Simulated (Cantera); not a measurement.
Thermodynamics of iron carbonyl, mercury and lead vapours, feed Fe(CO)5 + O2 + N2 + H2

Charge: 1 mol Fe(CO)5, 0.025 mol O2, a varied amount of N2, 0.037 mol H2, at 2700 Torr.

These are equilibrium values from Cantera (NASA tables, ideal gas, pure condensed phases), not measurements of a reactor. Candidate condensed phases: C, C6H6, C7H8, C8H18, Fe, Fe(CO)5, FeO, Fe(OH)2, Fe(OH)3, Fe2O3, Fe3O4, H2O; 140 gas species. Condensed phases not in the tables: cementite and carbon dissolved in iron. Equilibrium is a limit: real reactors are often held back by kinetics, nucleation or transport.

Stable condensed phases:

```
T in °C \ n(N2) in mol
         4.5 9.5  14  19  24  29  34  39  44  49  54
   1275    A   A   A   A   A   A   A   A   A   A   A
   1225    A   A   A   A   A   A   A   A   A   A   A
   1175    A   A   A   A   A   A   A   A   A   A   A
   1125    A   A   A   A   A   A   A   A   A   A   A
   1075    A   A   A   A   A   A   A   A   A   A   A
   1025    A   A   A   A   A   A   A   A   A   A   A
    975    B   B   A   A   A   A   A   A   A   A   A
    925    B   B   B   B   B   B   A   A   A   A   A
    875    B   B   B   B   B   B   B   B   B   B   B
    825    B   B   B   B   B   B   B   B   B   B   B
```

A: Fe; B: C + Fe.
